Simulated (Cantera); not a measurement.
Charge: 1 mol Cr2O3, 2 mol H2, held at 1648.15 K and 1.00 bar.

Equilibrium computed with Cantera from the NASA thermochemical tables; the gas is ideal and each condensed phase is pure. Candidate condensed phases: Cr, Cr2O3, H2O; 13 gas species. Mutual solubility and eutectic melting of coexisting phases are not modelled. The numbers say what is thermodynamically allowed, not how fast it happens.

Problem. What is the equilibrium state?

Solution. 
| Property | Result |
|---|---|
| x(H2) | 0.997 |
| x(H2O) | 0.00301 |
| x(H) | 8.90e-5 |
| x(Cr) | 8.93e-6 |
| n(Cr(s)) | 0.00400 mol |
| n(Cr2O3(s)) | 0.998 mol |
| gas amount | 2.000 mol |
